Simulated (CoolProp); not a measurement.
Propylene at 298.15 K and 3.11 MPa is throttled through a valve to 1.93 MPa with no heat exchange. Each further row changes one setting.

The numbers come from the reference Helmholtz-energy equation of state, Lemmon 2013 in CoolProp.

| case | temperature change (K) | final phase | final density (kg/m³) |
|---|---|---|---|
| as stated | -0.0 | liquid | 509 |
| outlet pressure 0.579 MPa | -25.3 | two-phase, vapour fraction 0.170 | 64.8 |
| outlet pressure 2.51 MPa | +0.0 | liquid | 511 |
